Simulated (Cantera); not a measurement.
Input: 1 mol SiH4, 1.3 mol HCl, a varied amount of H2, held at 602 °C and 100000 Pa.

Equilibrium computed with Cantera from the NASA thermochemical tables; the gas is ideal and each condensed phase is pure. Candidate condensed phases: Si; 19 gas species. The tables' values for SiCl3 are old estimates; treat these amounts as uncertain. The numbers say what is thermodynamically allowed, not how fast it happens.

x: gas mole fraction; n: condensed amount in mol.

| n(H2) (mol) | x H2 | x SiHCl3 | x SiCl4 | x HCl | n Si(s) |
|---|---|---|---|---|---|
| 34 | 0.988 | 0.00541 | ? | 0.00159 | 0.627 |
| 42 | 0.990 | 0.00453 | ? | 0.00150 | 0.627 |
| 53 | 0.992 | 0.00371 | ? | 0.00141 | 0.627 |
| 66 | 0.993 | 0.00305 | ? | 0.00132 | 0.628 |
| 83 | 0.994 | 0.00248 | ? | 0.00123 | 0.630 |
| 100 | 0.995 | 0.00209 | ? | 0.00116 | 0.631 |
| 130 | 0.996 | 0.00163 | ? | 0.00107 | 0.635 |
| 160 | 0.997 | 0.00133 | ? | 0.00100 | 0.638 |
| 200 | 0.997 | 0.00106 | ? | 0.000929 | 0.643 |
| 260 | 0.998 | 0.000811 | ? | 0.000850 | 0.650 |
| 320 | 0.998 | 0.000650 | ? | 0.000789 | 0.657 |
| 400 | 0.998 | 0.000509 | ? | 0.000727 | 0.666 |
| 500 | 0.999 | 0.000395 | ? | 0.000669 | 0.676 |

Q: What belongs in the gaps?

A: 
- 34, x SiCl4: 0.00399
- 42, x SiCl4: 0.00315
- 53, x SiCl4: 0.00240
- 66, x SiCl4: 0.00185
- 83, x SiCl4: 0.00140
- 100, x SiCl4: 0.00111
- 130, x SiCl4: 0.000799
- 160, x SiCl4: 0.000609
- 200, x SiCl4: 0.000452
- 260, x SiCl4: 0.000315
- 320, x SiCl4: 0.000235
- 400, x SiCl4: 0.000169
- 500, x SiCl4: 0.000121
